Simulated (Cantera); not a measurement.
Cantera run, input and output.

```python
import numpy as np
import cantera as ct

gas = ct.Solution("gri30.yaml")
gas.TPX = 425, 13332, {'CH4': 1, 'O2': 1.43, 'N2': 5.37}
flame = ct.FreeFlame(gas, width=0.16)
flame.set_refine_criteria(ratio=3, slope=0.08, curve=0.16)
flame.transport_model = "mixture-averaged"
flame.solve(loglevel=0, auto=True)
z, T = flame.grid, flame.T
thick = (T[-1] - T[0]) / np.gradient(T, z).max()
show = ['CH4', 'O2', 'CH2O', 'N2O', 'NO2', 'CH2CO']
print(f"laminar burning velocity  {flame.velocity[0] * 100:.3f} cm/s")
print(f"burnt temperature         {T[-1]:.1f} K")
print(f"thermal thickness         {thick * 1e3:.4f} mm")
print(f"grid points               {len(z)}")
z0 = z[flame.heat_release_rate.argmax()]
print(f"{'z/mm':>9s}{'T/K':>9s}{'u/(m/s)':>9s}" + "".join(f"{s:>11s}" for s in show))
rows = []
for k in (-3, -2, -1.5, -1, -0.5, -0.25, 0, 0.25, 0.5, 1, 2, 4, 8):
    zz = z0 + k * thick
    rows.append([k * thick, np.interp(zz, z, T), np.interp(zz, z, flame.velocity),
                 *(np.interp(zz, z, flame.X[gas.species_index(s)]) for s in show)])
    print(f"{rows[-1][0] * 1e3:9.3f}{rows[-1][1]:9.1f}{rows[-1][2]:9.3f}" + "".join(f"{x:11.3e}" for x in rows[-1][3:]))
```

It prints:

```
laminar burning velocity  61.792 cm/s
burnt temperature         2036.6 K
thermal thickness         2.9868 mm
grid points               153
     z/mm      T/K  u/(m/s)        CH4         O2       CH2O        N2O        NO2      CH2CO
   -8.960    425.1    0.619  1.279e-01  1.830e-01  2.017e-08  1.387e-14  3.824e-11  1.024e-10
   -5.974    427.3    0.625  1.271e-01  1.820e-01  8.887e-07  6.621e-13  1.427e-09  6.556e-09
   -4.480    439.7    0.648  1.253e-01  1.802e-01  8.460e-06  7.420e-12  1.145e-08  9.244e-08
   -2.987    544.6    0.814  1.164e-01  1.718e-01  1.040e-04  1.463e-10  5.594e-08  2.708e-06
   -1.493   1032.1    1.585  7.716e-02  1.287e-01  6.877e-04  1.736e-09  2.109e-08  6.753e-05
   -0.747   1425.6    2.225  4.115e-02  8.381e-02  9.851e-04  3.828e-09  1.309e-08  1.888e-04
    0.000   1755.5    2.773  1.147e-02  3.828e-02  5.576e-04  5.724e-09  3.347e-09  1.656e-04
    0.747   1911.5    3.028  1.623e-03  1.301e-02  1.522e-04  5.574e-09  4.843e-10  3.682e-05
    1.493   1956.4    3.096  1.765e-04  4.132e-03  2.606e-05  4.710e-09  1.991e-10  4.958e-06
    2.987   1972.5    3.112  2.919e-06  7.927e-04  6.938e-07  3.215e-09  2.188e-10  2.220e-07
    5.974   1978.9    3.116  8.825e-09  4.490e-04  3.481e-09  2.098e-09  2.617e-10  1.889e-09
   11.947   1985.8    3.125  7.487e-12  3.907e-04  1.940e-10  1.561e-09  2.861e-10  1.763e-12
   23.894   1996.2    3.139  9.022e-15  3.146e-04  1.972e-10  1.421e-09  2.982e-10  6.532e-16
```

Computed with Cantera and GRI-Mech 3.0 (53 species, 325 reactions). Burning velocities carry a grid error of a few per cent, more on coarse grids.
